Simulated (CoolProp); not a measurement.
Carbon dioxide at 526.65 K and 1.36 MPa is throttled through a valve to 0.838 MPa with no heat exchange. Each further row changes one setting.

The numbers come from the reference Helmholtz-energy equation of state, Span 1996 in CoolProp.

```
case                       temperature change (K)  final density (kg/m³)
-------------------------  ----------------------  ---------------------
as stated                                    -1.4                   8.49
outlet pressure 0.251 MPa                    -3.1                   2.54
outlet pressure 1.09 MPa                     -0.7                   11.0
```
